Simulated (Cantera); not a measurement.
**Adiabatic ignition**

An adiabatic, constant-volume homogeneous reactor starts with 8.55 % CH4, 19.2 % O2, 72.2 % N2, equivalence ratio 0.89, at 1225 K and 24.0 bar.

Cantera simulation using GRI-Mech 3.0 (53 species, 325 reactions); the numbers are that mechanism's predictions, not measurements. The pressure lies above the range GRI-Mech 3.0 was tuned for (to about 10 atm).

```tsv
t (s)	T (K)	P (bar)	x CH4	x O2	x CH3	x NO	x CH2CO
1.00e-6	1225	24.0	0.0855	0.192	2.93e-8	<1e-12	<1e-12
2.70e-6	1225	24.0	0.0855	0.192	8.13e-8	<1e-12	<1e-12
7.30e-6	1225	24.0	0.0855	0.192	2.36e-7	<1e-12	<1e-12
1.97e-5	1225	24.0	0.0855	0.192	7.87e-7	<1e-12	<1e-12
5.34e-5	1225	24.0	0.0855	0.192	3.12e-6	<1e-12	<1e-12
0.000144	1225	24.0	0.0854	0.192	7.23e-6	<1e-12	4.25e-11
0.000390	1227	24.0	0.0852	0.192	1.06e-5	<1e-12	2.19e-9
0.00105	1258	24.7	0.0813	0.189	4.14e-5	<1e-12	1.19e-6
0.00285	2999	59.8	<1e-12	0.0220	<1e-12	0.0146	<1e-12
0.00770	2999	59.8	<1e-12	0.0220	<1e-12	0.0146	<1e-12
0.0208	2999	59.8	<1e-12	0.0220	<1e-12	0.0146	<1e-12
0.0562	2999	59.8	<1e-12	0.0220	<1e-12	0.0146	<1e-12
0.152	2999	59.8	<1e-12	0.0220	<1e-12	0.0146	<1e-12
0.411	2999	59.8	<1e-12	0.0220	<1e-12	0.0146	<1e-12
1.11	2999	59.8	<1e-12	0.0220	<1e-12	0.0146	<1e-12
3.00	2999	59.8	<1e-12	0.0220	<1e-12	0.0146	<1e-12
```
x: mole fraction; the columns are a selection and need not sum to one.

| Property | Result |
|---|---|
| time of steepest temperature rise | 1.21 ms |
| temperature at 3.00 s | 2999 K |
| equilibrium temperature | 2999 K |
| x(CH4) at 3.00 s | <1e-12 (gas-phase equilibrium <1e-12) |
| x(O2) at 3.00 s | 0.0220 (gas-phase equilibrium 0.0220) |
| x(CH3) at 3.00 s | <1e-12 (gas-phase equilibrium <1e-12) |
